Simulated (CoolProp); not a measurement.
A single-stage vapour-compression cycle with n-perfluoropentane: evaporating at 271.15 K (dew point), condensing at 313.15 K (bubble point), superheat 2 K, subcooling 0 K, compressor efficiency 0.75, no pressure losses. Each further row changes one setting.

Model: reference Helmholtz-energy equation of state, Gao 2022, in CoolProp.

```tsv
case	cooling COP	pressure ratio	discharge temperature (K)	refrigerating effect (kJ/kg)	volumetric capacity (kJ/m³)
as stated	3.43	5.41	313.1	57.3	202
evaporating temperature 276.15 K	4.17	4.28	313.1	61.0	269
condensing temperature 308.15 K	4.14	4.55	308.1	62.7	221
subcooling 5 K	3.75	5.41	313.1	62.7	221
superheat 12 K	3.61	5.41	313.1	65.0	221
compressor efficiency 0.65	2.97	5.41	313.1	57.3	202
```

The compression ends wet for: as stated; evaporating temperature 276.15 K; condensing temperature 308.15 K; subcooling 5 K; superheat 12 K; compressor efficiency 0.65.
